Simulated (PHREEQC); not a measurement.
## Buffer (model solution)

Dissolve 0.046 mol/kgw KH2PO4, 0.052 mol/kgw Na2HPO4 and 0.024 mol/kgw NaCl at 80 °C. Closed to the air; pH follows from the charge balance.

Computed with PHREEQC (ion-association model, phreeqc.dat).

This is a speciation only: nothing precipitates in the calculation.

Problem. Predict the pH, density.

Solution. pH 6.66; density 0.984 g/cm³.

Problem. In which forms is P present?

Solution. HPO4-2 49 %, H2PO4- 47 %, NaHPO4- 3.0 %, KHPO4- 1.0 % of the P.

Away from 25 °C the constants follow the database's enthalpies or fits; those with neither stay at their 25 °C values.
